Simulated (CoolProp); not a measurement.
Vapour-liquid equilibrium of R13 (1) + isobutane (2) at -15.85 °C; x and y are mole fractions of (1).

Values from CoolProp's multi-fluid Helmholtz-energy mixture model, Platzer 1990 and Bücker 2006; pair parameters Bell 2016. This equation is an older, rougher fit; its heat capacities, sound speeds and derivatives of the liquid may be far off and weren't checked against measurements.

### Question
Give the bubble pressure and the first vapour's composition at x = 0.125, 0.2, 0.725. Is there an azeotrope?

### Answer
x = 0.125: 0.3034 MPa, y = 0.728; x = 0.2: 0.4140 MPa, y = 0.807; x = 0.725: 0.9694 MPa, y = 0.950. No azeotrope shows between x = 0.05 and 0.95.

The pair parameters rest on a limited set of measurements; away from them the model extrapolates. The gap from Raoult's law changes sign with composition, which may be real or a fault of the pair parameters; it wasn't checked against measurements.
